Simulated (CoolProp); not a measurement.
Aqueous ethanol as a coolant, 22 % by mass, freezing at -12.8 °C, 1 atm.

Computed with CoolProp (Melinder's fits for secondary coolants).

| T (°C) | Prandtl number | density (kg/m³) | conductivity (W/(m K)) | viscosity (mPa s) |
|---|---|---|---|---|
| -6 | 79.8 | 975.4 | 0.432 | 7.94 |
| 0.1 | 55.3 | 973.9 | 0.437 | 5.58 |
| 6.2 | 39.9 | 971.9 | 0.443 | 4.08 |
| 12.2 | 30.0 | 969.6 | 0.448 | 3.11 |
| 18.3 | 23.2 | 967.0 | 0.453 | 2.43 |
| 24.4 | 18.4 | 964.1 | 0.458 | 1.95 |
| 30.4 | 14.9 | 960.9 | 0.464 | 1.61 |
| 36.5 | 12.3 | 957.5 | 0.469 | 1.34 |
